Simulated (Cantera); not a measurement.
Cantera with NASA thermochemical tables; ideal gases at 1 bar, condensed phases pure. Values are per mole of reaction as written; species without (g) are pure solids or liquids, kept so even where they would boil at 1 bar.

2 SiF4(g) + H2S(g) → 2 Si + 2 HF(g) + SF6(g)

```tsv
T (K)	ΔH° (kJ)	ΔS° (J/K)	ΔG° (kJ)	log10 K
300	(withheld)	(withheld)	(withheld)	(withheld)
548	(withheld)	(withheld)	(withheld)	(withheld)
573	1489.5	-83.7	1537.4	-140.15
598	(withheld)	(withheld)	(withheld)	(withheld)
623	1490.3	-82.3	1541.6	-129.25
648	(withheld)	(withheld)	(withheld)	(withheld)
673	1491.1	-81.1	1545.7	-119.96
```

Question: Some entries are withheld; supply them.

Answer: 
- 300, ΔH° (kJ): 1484.9
- 300, ΔS° (J/K): -94.5
- 300, ΔG° (kJ): 1513.2
- 300, log10 K: -263.47
- 548, ΔH° (kJ): 1489.1
- 548, ΔS° (J/K): -84.4
- 548, ΔG° (kJ): 1535.3
- 548, log10 K: -146.34
- 598, ΔH° (kJ): 1489.9
- 598, ΔS° (J/K): -83.0
- 598, ΔG° (kJ): 1539.5
- 598, log10 K: -134.47
- 648, ΔH° (kJ): 1490.7
- 648, ΔS° (J/K): -81.7
- 648, ΔG° (kJ): 1543.6
- 648, log10 K: -124.43
